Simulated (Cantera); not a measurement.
A closed system holds: 1 mol NiS, 13 mol H₂, 1.2 mol N₂, equilibrated at 5.00 bar.

Equilibrium computed with Cantera from the NASA thermochemical tables; the gas is ideal and each condensed phase is pure. Candidate condensed phases: Ni, NiS, NiS₂, Ni₃S₂, Ni₃S₄, S; 17 gas species. Gases not in the tables: S₃ to S₇. Rates play no part.

Problem. Which condensed phases are stable at each of these points (T (K)): 798, 998, 1198, 1398, 1598, 1798, 1998?

Solution. 
```tsv
T (K)	condensed phases	Ni condensed (%)
798	Ni₃S₂(s)	100.0
998	Ni₃S₂(s)	100.0
1198	Ni₃S₂(l)	100.0
1398	Ni₃S₂(l)	100.0
1598	Ni₃S₂(l)	100.0
1798	Ni₃S₂(l)	100.0
1998	Ni₃S₂(l)	99.9
```

From 798 K to 998 K the condensed part is Ni₃S₂(s). From 1198 K to 1998 K the condensed part is Ni₃S₂(l).
